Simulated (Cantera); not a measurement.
An isothermal, constant-pressure homogeneous reactor starts with CH4 : N2 = 1 : 2 (molar parts), at 1623 K and 1.01 bar. Integrator tolerance rtol = 1e-08.

Cantera simulation using GRI-Mech 3.0 (53 species, 325 reactions); the numbers are that mechanism's predictions, not measurements. GRI-Mech 3.0 stops at C3 and has no aromatics, soot or wall deposition, so with more carbon than oxygen in the feed, carbon stays in small species such as C2H2 where larger ones or solid carbon would form.

Question: What does this change do: pressure from 1.01 bar to 0.100 bar?

Answer: 
```json
[
 {"quantity": "x(CH4) at 200 s", "before": "0.0179 (gas-phase equilibrium 0.0142)", "after": "0.00199 (gas-phase equilibrium 0.00154)"},
 {"quantity": "x(C2H6) at 200 s", "before": "4.82e-6 (gas-phase equilibrium 2.98e-6)", "after": "5.65e-8 (gas-phase equilibrium 3.40e-8)"},
 {"quantity": "x(CH2) at 200 s", "before": "4.71e-9 (gas-phase equilibrium 3.68e-9)", "after": "5.03e-9 (gas-phase equilibrium 3.89e-9)"},
 {"quantity": "x(HCN) at 200 s", "before": "9.58e-6 (gas-phase equilibrium 0.0973)", "after": "3.43e-6 (gas-phase equilibrium 0.0999)"},
 {"quantity": "x(C2H4) at 200 s", "before": "0.00372 (gas-phase equilibrium 0.00226)", "after": "0.000417 (gas-phase equilibrium 0.000250)"},
 {"quantity": "x(H2) at 200 s", "before": "0.352 (gas-phase equilibrium 0.358)", "after": "0.372 (gas-phase equilibrium 0.373)"},
 {"quantity": "x(CH3) at 200 s", "before": "4.23e-5 (gas-phase equilibrium 3.33e-5)", "after": "1.46e-5 (gas-phase equilibrium 1.13e-5)"}
]
```

Question: What does this change do: 0.23 parts H2O added?

Answer: 
```json
[
 {"quantity": "x(CH4) at 200 s", "before": "0.0179 (gas-phase equilibrium 0.0142)", "after": "0.0172 (gas-phase equilibrium 0.0131)"},
 {"quantity": "x(C2H6) at 200 s", "before": "4.82e-6 (gas-phase equilibrium 2.98e-6)", "after": "4.00e-6 (gas-phase equilibrium 2.30e-6)"},
 {"quantity": "x(CH2) at 200 s", "before": "4.71e-9 (gas-phase equilibrium 3.68e-9)", "after": "4.06e-9 (gas-phase equilibrium 3.06e-9)"},
 {"quantity": "x(HCN) at 200 s", "before": "9.58e-6 (gas-phase equilibrium 0.0973)", "after": "8.32e-6 (gas-phase equilibrium 0.0732)"},
 {"quantity": "x(C2H4) at 200 s", "before": "0.00372 (gas-phase equilibrium 0.00226)", "after": "0.00276 (gas-phase equilibrium 0.00157)"},
 {"quantity": "x(H2) at 200 s", "before": "0.352 (gas-phase equilibrium 0.358)", "after": "0.393 (gas-phase equilibrium 0.398)"},
 {"quantity": "x(CH3) at 200 s", "before": "4.23e-5 (gas-phase equilibrium 3.33e-5)", "after": "3.86e-5 (gas-phase equilibrium 2.92e-5)"}
]
```
